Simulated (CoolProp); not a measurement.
A Linde-Hampson liquefier for methane: isothermal reversible compression at 300 K from 1 atm to 15 MPa, throttling to 1 atm, return gas leaving the recuperator 2 K below the feed. Each further row changes one setting.

Computed with CoolProp (reference Helmholtz-energy equation of state, Setzmann 1991).

```json
[
 {"case": "as stated", "liquid yield per pass": "(withheld)", "compression work (kJ/kg of gas)": "742"},
 {"case": "high pressure 30 MPa", "liquid yield per pass": "(withheld)", "compression work (kJ/kg of gas)": "(withheld)"},
 {"case": "warm-end temperature 330 K", "liquid yield per pass": "0.114", "compression work (kJ/kg of gas)": "(withheld)"},
 {"case": "warm-end gap 7 K", "liquid yield per pass": "(withheld)", "compression work (kJ/kg of gas)": "742"}
]
```

### Question
Fill in the missing entries.

### Answer

- as stated, liquid yield per pass: 0.154
- high pressure 30 MPa, liquid yield per pass: 0.232
- high pressure 30 MPa, compression work (kJ/kg of gas): 833
- warm-end temperature 330 K, compression work (kJ/kg of gas): 829
- warm-end gap 7 K, liquid yield per pass: 0.143
